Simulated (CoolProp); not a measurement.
Properties of propane along the isotherm 355.4 K.

Values from CoolProp's reference Helmholtz-energy equation of state, Lemmon 2009.

```tsv
p (kPa)	phase	density (kg/m³)	cv (kJ/(kg K))	Joule-Thomson coefficient (K/MPa)	isothermal compressibility (1/MPa)	viscosity (µPa s)	fugacity coefficient
664	gas	10.58	1.760	10.75	1.613	9.74	0.9403
1330	gas	22.91	1.794	11.74	0.8823	9.94	0.8811
1990	gas	37.80	1.839	13.10	0.6732	10.3	0.8227
2660	gas	58.11	1.912	15.22	0.6373	11.0	0.7627
3990	liquid	380.6	1.955	1.653	0.04440	50.8	0.5946
4650	liquid	390.2	1.938	1.283	0.03304	53.6	0.5234
5310	liquid	397.9	1.928	1.040	0.02663	56.0	0.4700
5980	liquid	404.5	1.920	0.8625	0.02241	58.1	0.4278
6640	liquid	410.1	1.915	0.7283	0.01946	60.0	0.3947
7310	liquid	415.2	1.910	0.6196	0.01722	61.7	0.3674
7970	liquid	419.7	1.907	0.5315	0.01550	63.3	0.3450
8640	liquid	423.8	1.904	0.4563	0.01410	64.9	0.3259
9300	liquid	427.6	1.902	0.3930	0.01296	66.3	0.3098
9960	liquid	431.2	1.901	0.3379	0.01200	67.7	0.2960
10600	liquid	434.4	1.899	0.2910	0.01121	69.0	0.2843
```

Viscosity comes from a separate model (Vogel 1998).
